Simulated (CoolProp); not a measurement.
Aqueous magnesium chloride as a coolant, at 16 °C, 1 atm.

The numbers come from the Melinder's fits for secondary coolants in CoolProp.

| mass % | freezing point (°C) | conductivity (W/(m K)) | viscosity (mPa s) | Prandtl number | cp (kJ/(kg K)) |
|---|---|---|---|---|---|
| 4.9 | -2.9 | 0.581 | 1.34 | 8.97 | 3.895 |
| 6.7 | -4.4 | 0.577 | 1.41 | 9.29 | 3.790 |
| 8.6 | -6.4 | 0.573 | 1.55 | 9.93 | 3.681 |
| 10.4 | -8.9 | 0.568 | 1.72 | 10.8 | 3.580 |
| 12.2 | -11.7 | 0.563 | 1.92 | 11.8 | 3.481 |
| 14.1 | -15.1 | 0.558 | 2.13 | 12.9 | 3.381 |
| 15.9 | -18.6 | 0.553 | 2.31 | 13.7 | 3.291 |
| 17.7 | -22.6 | 0.548 | 2.50 | 14.6 | 3.204 |
| 19.6 | -27.5 | 0.542 | 2.82 | 16.2 | 3.117 |
| 21.4 | -33.2 | 0.537 | 3.55 | 20.1 | 3.036 |
| 23.2 | -40.5 | 0.530 | 5.62 | 31.3 | 2.955 |
| 25.1 | -50.8 | 0.520 | 14.2 | 78.1 | 2.865 |
